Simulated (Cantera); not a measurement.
Charge: 1 mol SiCl4, 1.9 mol H2, held at 1200 K and 3.70 bar.

Method: chemical equilibrium by Gibbs-energy minimisation in Cantera with the NASA 1993 tables (ideal gas, pure condensed phases). The tables' values for SiCl3 are old estimates; treat these amounts as uncertain. Kinetics and transport are ignored.

```
species   before    after
-------  -------  -------
H2         0.584    0.643
SiCl4      0.274    0.333
HCl       0.0722   0.0118
SiHCl3    0.0603   0.0117
SiCl2    0.00117  4.18e-9
SiCl3    0.00604  3.13e-6
SiH3Cl   1.37e-5  1.97e-8
SiH2Cl2  0.00174  3.19e-5
```
Gas species are given as mole fractions.

Name the change that produced these shifts.
A. temperature from 1200 K to 775 K
B. temperature from 1200 K to 1325 K
C. temperature from 1200 K to 1000 K
D. pressure from 3.70 bar to 5.60 bar

A, temperature from 1200 K to 775 K
